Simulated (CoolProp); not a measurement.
Saturation properties of n-perfluorohexane (Tc = 174.9 °C, pc = 1742 kPa, ω = 0.497).

The numbers come from the reference Helmholtz-energy equation of state, Gao 2022 in CoolProp.

```
T (°C)  p (kPa)  liquid density (kg/m³)  vapour density (kg/m³)  enthalpy of vaporisation (kJ/kg)
------  -------  ----------------------  ----------------------  --------------------------------
29.35     35.46                    1663                   4.906                             91.99
32.85     41.01                    1653                   5.629                             91.08
36.35     47.24                    1642                   6.434                             90.16
39.95     54.42                    1632                   7.356                             89.21
43.45     62.19                    1621                   8.350                             88.27
46.95     70.82                    1610                   9.447                             87.32
50.45     80.36                    1599                   10.66                             86.35
53.95     90.88                    1589                   11.99                             85.38
57.55     102.8                    1577                   13.49                             84.36
61.05     115.5                    1566                   15.09                             83.35
64.55     129.4                    1554                   16.84                             82.33
68.05     144.6                    1543                   18.75                             81.28
71.55     161.1                    1531                   20.83                             80.22
75.15     179.6                    1519                   23.17                             79.11
```

It boils at 57.1 °C under 1 atm.
